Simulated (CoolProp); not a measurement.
R123 at 480.13 K and 1.03 MPa flows at 1.5 m/s in a round tube of 2 mm bore and 45 µm roughness, fully developed (64/Re and Nu = 3.66 if laminar; Colebrook and Gnielinski if turbulent). Each further row changes one setting.

Model: reference Helmholtz-energy equation of state, Younglove 1994, in CoolProp. It is a modified Benedict-Webb-Rubin equation, recast in Helmholtz form.

| case | Reynolds number | Darcy friction factor | pressure drop (Pa/m) | heat-transfer coefficient (W/(m² K)) | mass flow (kg/h) |
|---|---|---|---|---|---|
| as stated | 7670 | [?] | 1340 | 433 | 0.732 |
| velocity 3 m/s | 15300 | [?] | 5160 | 891 | 1.46 |
| diameter 4 mm | 15300 | [?] | [?] | 350 | 2.93 |

Question: Some entries are withheld; supply them.

Answer: 
- as stated, Darcy friction factor: 0.0553
- velocity 3 m/s, Darcy friction factor: 0.0532
- diameter 4 mm, Darcy friction factor: 0.0428
- diameter 4 mm, pressure drop (Pa/m): 520

Viscosity comes from a separate model (Tanaka 1996). Thermal conductivity comes from a separate model (Laesecke 1996).
